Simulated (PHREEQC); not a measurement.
A solution holds 46 mmol/kgw MnCl2, at 57 °C. Closed to the air; pH follows from the charge balance.

All values are PHREEQC results (ion-association model, phreeqc.dat), not measurements.

Each row changes one thing in this solution. No solid was allowed to form.

| case | pH | ionic strength (mol/kgw) | Cl- (mol/kgw) |
|---|---|---|---|
| as made | 5.68 | 0.128 | 0.0868 |
| MnCl2 from 0.046 to 0.0414 mol/kgw | 5.70 | … | 0.0784 |
| diluted 2-fold with water | … | 0.0657 | 0.0443 |
| MnCl2 replaced by LiCl at the same molality | 6.53 | 0.0460 | 0.0460 |
| MnCl2 from 0.046 to 0.0092 mol/kgw | … | 0.0269 | 0.0181 |
| 0.0052 mol/kgw HF added | 2.89 | 0.129 | 0.0868 |
| MnCl2 from 0.046 to 0.0506 mol/kgw | … | 0.140 | 0.0951 |

Question: Fill in the missing entries.

Answer: 
- MnCl2 from 0.046 to 0.0414 mol/kgw, ionic strength (mol/kgw): 0.116
- diluted 2-fold with water, pH: 5.79
- MnCl2 from 0.046 to 0.0092 mol/kgw, pH: 5.92
- MnCl2 from 0.046 to 0.0506 mol/kgw, pH: 5.67

Away from 25 °C the constants follow the database's enthalpies or fits; those with neither stay at their 25 °C values.
